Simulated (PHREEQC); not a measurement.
Solution (85 °C): 0.0051 mol/kgw CuCl2, 0.0037 mol/kgw HNO3 and 6.9e-05 mol/kgw KCl. Closed to the air; pH follows from the charge balance.

Model: ion-association model, phreeqc.dat, run in PHREEQC.

The ionic strength comes out as 0.0176 mol/kgw. What activity coefficients do Cl-, CuCl+, K+, Cu+2, H+ get?

Cl- 0.86, CuCl+ 0.86, K+ 0.86, Cu+2 0.57, H+ 0.88.

This is a speciation only: nothing precipitates in the calculation. Away from 25 °C the constants follow the database's enthalpies or fits; those with neither stay at their 25 °C values.
